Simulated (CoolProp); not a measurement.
n-hexane along the isotherm 326.85 °C: Z from the reference equation and from simpler models built on Tc = 234.7 °C, pc = 3.044 MPa, ω = 0.300; each cubic takes its own stable root.

Computed with CoolProp (reference Helmholtz-energy equation of state, Thol 2019).

| p (MPa) | phase | reference | van der Waals | Soave-Redlich-Kwong | Peng-Robinson |
|---|---|---|---|---|---|
| 2.03 | gas | 0.8643 | 0.8541 | 0.8724 | 0.8534 |
| 4.06 | supercritical | 0.7182 | 0.6621 | 0.7414 | 0.7099 |
| 6.09 | supercritical | 0.5884 | 0.5238 | 0.6405 | 0.6044 |
| 8.12 | supercritical | 0.5423 | 0.5681 | 0.6162 | 0.5753 |
| 10.1 | supercritical | 0.5640 | 0.6429 | 0.6420 | 0.5944 |
| 12.2 | supercritical | 0.6123 | 0.7289 | 0.6898 | 0.6349 |
| 14.2 | supercritical | 0.6667 | 0.8124 | 0.7428 | 0.6811 |
| 16.2 | supercritical | 0.7242 | 0.8960 | 0.7988 | 0.7305 |
| 18.3 | supercritical | 0.7859 | 0.9834 | 0.8591 | 0.7840 |
| 20.3 | supercritical | 0.8452 | 1.066 | 0.9171 | 0.8357 |
| 22.3 | supercritical | 0.9045 | 1.148 | 0.9751 | 0.8875 |
| 24.4 | supercritical | 0.9666 | 1.234 | 1.036 | 0.9421 |
| 26.4 | supercritical | 1.025 | 1.315 | 1.094 | 0.9939 |
| 28.4 | supercritical | 1.084 | 1.396 | 1.151 | 1.046 |
| 30.4 | supercritical | 1.142 | 1.476 | 1.208 | 1.097 |
